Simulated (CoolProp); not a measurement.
Octamethylcyclotetrasiloxane (D4) at 411.89 K and 0.812 MPa is throttled through a valve to 0.471 MPa with no heat exchange. Each further row changes one setting.

Computed with CoolProp (reference Helmholtz-energy equation of state, Thol 2015).

| case | temperature change (K) | final density (kg/m³) |
|---|---|---|
| as stated | +0.1 | 816 |
| outlet pressure 0.141 MPa | +0.2 | 815 |
| outlet pressure 0.612 MPa | +0.0 | 817 |
